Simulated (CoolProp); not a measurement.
Vapour-liquid equilibrium of methane (1) + ethane (2) at 115 kPa; x and y are mole fractions of (1).

Model: multi-fluid Helmholtz-energy mixture model, Setzmann 1991 and Bücker 2006; pair parameters Kunz 2012, in CoolProp.

| x | bubble temperature (K) | y at the bubble point | dew temperature at overall composition x (K) | liquid density (mol/L) |
|---|---|---|---|---|
| 0.05 | 160.4 | 0.810 | 186.0 | 19.26 |
| 0.125 | 142.0 | 0.962 | 184.4 | 20.33 |
| 0.2 | 133.5 | 0.985 | 182.8 | 21.04 |
| 0.275 | [?] | 0.992 | 181.0 | 21.62 |
| 0.35 | 125.2 | 0.995 | 179.1 | 22.16 |
| 0.425 | 122.7 | 0.997 | 177.0 | 22.66 |
| 0.5 | 120.8 | 0.998 | [?] | 23.15 |
| 0.575 | 119.3 | 0.998 | 172.1 | 23.63 |
| 0.65 | 118.0 | 0.999 | 169.1 | 24.10 |
| 0.725 | 116.8 | 0.999 | 165.5 | 24.57 |
| 0.8 | 115.8 | 0.999 | [?] | 25.02 |
| 0.875 | 114.8 | 1.000 | 155.1 | 25.47 |
| 0.95 | 113.9 | 1.000 | 144.8 | 25.91 |

Task: Fill in the missing entries.

Result: 
- 0.275, bubble temperature (K): 128.5
- 0.5, dew temperature at overall composition x (K): 174.7
- 0.8, dew temperature at overall composition x (K): 161.1

No azeotrope shows between x = 0.05 and 0.95.

The pair parameters rest on a limited set of measurements; away from them the model extrapolates.
